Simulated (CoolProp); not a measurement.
Saturation properties of neopentane (Tc = 160.6 °C, pc = 3.196 MPa, ω = 0.196).

Values from CoolProp's reference Helmholtz-energy equation of state, Lemmon 2006. It is a short technical equation, of lower accuracy than the large ones.

| T (°C) | p (MPa) | liquid density (kg/m³) | vapour density (kg/m³) | liquid cp (kJ/(kg K)) |
|---|---|---|---|---|
| 69.85 | 0.5848 | 529.8 | 17.45 | 2.613 |
| 74.15 | 0.6461 | 523.9 | (withheld) | 2.647 |
| 78.35 | 0.7104 | 518.0 | 21.24 | 2.683 |
| 82.55 | 0.7792 | 511.9 | 23.36 | 2.720 |
| 86.75 | 0.8528 | (withheld) | 25.66 | 2.759 |
| 90.95 | 0.9315 | 499.2 | 28.17 | 2.800 |
| 95.25 | (withheld) | 492.3 | 30.96 | 2.845 |
| 99.45 | 1.107 | 485.4 | 33.93 | 2.892 |
| 103.65 | 1.202 | 478.2 | 37.17 | 2.943 |
| 107.85 | 1.302 | 470.7 | 40.71 | 2.999 |
| 112.15 | 1.412 | (withheld) | 44.70 | 3.062 |
| 116.35 | 1.525 | 454.4 | 48.99 | 3.131 |
| 120.55 | 1.645 | 445.7 | 53.74 | 3.210 |
| 124.75 | 1.772 | 436.5 | 59.03 | 3.302 |
| 128.95 | 1.906 | 426.7 | 64.95 | 3.412 |

Task: Some entries are withheld; supply them.

Result: 
- 74.15, vapour density (kg/m³): 19.29
- 86.75, liquid density (kg/m³): 505.6
- 95.25, p (MPa): 1.017
- 112.15, liquid density (kg/m³): 462.6

It boils at 9.5 °C under 1 atm.
